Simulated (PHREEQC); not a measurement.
A PHREEQC speciation (ion-association model, phreeqc.dat) at 25 °C gives pH 8.46 and these molalities:

```csv
species,mol/kgw
H3BO3,0.000940
NH4+,0.000163
H2BO3-,0.000160
NH3,2.68e-5
OH-,3.00e-6
```

Question: What are the element totals, and what could have been dissolved in 1 kg of water to give them?

Answer: One answer among several that fit: totals B 0.00110, N(-3) 0.000190 mol/kgw, from 0.19 mmol/kgw NH3 and 1.1 mmol/kgw H3BO3.

No solid was allowed to form.
